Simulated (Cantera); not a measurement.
Cantera run, input and output.

```python
import numpy as np
import cantera as ct

surf = ct.Interface("ptcombust.yaml", "Pt_surf")
gas = surf.adjacent["gas"]
gas.TPX = 1225, 101325, {'CH4': 0.0021, 'O2': 0.045, 'N2': 0.79}
surf.TP = 1225, 101325
reactor = ct.FlowReactor(gas, clone=False)
reactor.area = 0.0001  # m2
reactor.surface_area_to_volume_ratio = 4400  # 1/m
reactor.mass_flow_rate = 3.2 * reactor.area * gas.density  # inlet velocity 3.2 m/s
reactor.energy_enabled = False
wall = ct.ReactorSurface(surf, reactor, clone=False)
net = ct.ReactorNet([reactor])
net.rtol, net.atol = 1e-8, 1e-16
show, cover = ['CH4', 'O2', 'H2O', 'CO2', 'CO'], ['PT(S)', 'H(S)', 'O(S)', 'OH(S)', 'CO(S)', 'C(S)']

rows = []
print(f"{'z/m':>9s}{'u/(m/s)':>9s}" + "".join(f"{s:>13s}" for s in show + cover))
for z in [0.00026, 0.0005, 0.00096, 0.0018, 0.0036, 0.0069, 0.013, 0.026]:
    net.advance(z)
    rows.append([reactor.speed, *gas[show].X, *surf[cover].coverages])
    print(f"{z:9.4g}{rows[-1][0]:9.3g}" + "".join(f"{x:13.4e}" for x in rows[-1][1:]))
```

Output:

```
      z/m  u/(m/s)          CH4           O2          H2O          CO2           CO        PT(S)         H(S)         O(S)        OH(S)        CO(S)         C(S)
  0.00026      3.2   2.0039e-03   5.2751e-02   1.0075e-03   5.0024e-04   3.3147e-06   4.9301e-01   1.1328e-06   5.0659e-01   3.9210e-04   2.7409e-06   4.3429e-08
   0.0005      3.2   1.6269e-03   5.1999e-02   1.7593e-03   8.7638e-04   2.6968e-06   4.9368e-01   1.4662e-06   5.0581e-01   5.0620e-04   2.2357e-06   3.5424e-08
  0.00096      3.2   1.0889e-03   5.0927e-02   2.8313e-03   1.4126e-03   1.8111e-06   4.9467e-01   1.8445e-06   5.0469e-01   6.3430e-04   1.5068e-06   2.3872e-08
   0.0018      3.2   5.2078e-04   4.9796e-02   3.9630e-03   1.9785e-03   8.7045e-07   4.9575e-01   2.1787e-06   5.0350e-01   7.4599e-04   7.2629e-07   1.1501e-08
   0.0036      3.2   1.0635e-04   4.8969e-02   4.7895e-03   2.3917e-03   1.8031e-07   4.9656e-01   2.3967e-06   5.0262e-01   8.1795e-04   1.4952e-07   2.3617e-09
   0.0069      3.2   5.7883e-06   4.8766e-02   4.9921e-03   2.4930e-03   1.1839e-08   4.9676e-01   2.4476e-06   5.0240e-01   8.3464e-04   8.5069e-09   1.2871e-10
    0.013      3.2   3.8242e-08   4.8751e-02   5.0059e-03   2.5003e-03   1.6686e-09   4.9677e-01   2.4511e-06   5.0239e-01   8.3577e-04   3.3819e-10   8.5047e-13
    0.026      3.2   3.5121e-10   4.8748e-02   5.0084e-03   2.5021e-03   8.9706e-10   4.9678e-01   2.4517e-06   5.0238e-01   8.3598e-04   1.5945e-10   7.8112e-15
```

Detailed kinetics in Cantera: Deutschmann's 1995 Pt surface mechanism with GRI-Mech 3.0 gas chemistry. Catalytic surfaces can have several steady states; this one follows from the mechanism file's or the stated starting coverage. Mass transfer to the wall is taken as infinitely fast.
